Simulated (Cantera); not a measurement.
Fe3O4 + CO (carbothermic reduction)

Input: 1 mol Fe3O4, a varied amount of CO, held at 1798 K and 29.0 Pa.

Equilibrium computed with Cantera from the NASA thermochemical tables; the gas is ideal and each condensed phase is pure. Candidate condensed phases: C, Fe, Fe(CO)5, FeO, Fe2O3, Fe3O4; 15 gas species. Mutual solubility and eutectic melting of coexisting phases are not modelled. The tables' stoichiometric FeO is somewhat more stable than real wüstite, so its field is too wide. FeO: taken at fixed stoichiometry. Equilibrium is a limit: real reactors are often held back by kinetics, nucleation or transport.

```tsv
n(CO) (mol)	x CO2	x CO	x O2	x Fe	x O	x FeO	n FeO(l)	n Fe3O4(s)
0.61	0.813	0.0241	0.159	0.000350	0.00280	0.000522	2.48	0.174
0.79	0.841	0.0278	0.128	0.000390	0.00251	0.000522	3.00	0
1	0.906	0.0614	0.0305	0.000800	0.00122	0.000522	3.00	0
1.3	0.765	0.229	0.00156	0.00354	0.000277	0.000522	2.99	0
1.7	0.590	0.401	0.000304	0.00801	0.000122	0.000522	2.99	0
2.2	0.461	0.525	0.000108	0.0134	7.30e-5	0.000522	2.97	0
2.9	0.358	0.621	4.65e-5	0.0205	4.78e-5	0.000522	2.94	0
3.7	0.290	0.681	2.54e-5	0.0277	3.53e-5	0.000522	2.89	0
```
x: gas mole fraction; n: condensed amount in mol.

At 0.61 mol CO the condensed part is FeO(l) + Fe3O4(s). From 0.79 mol CO to 3.7 mol CO the condensed part is FeO(l). The main Fe-bearing gas is FeO at 0.61 mol CO and Fe at 3.7 mol CO.
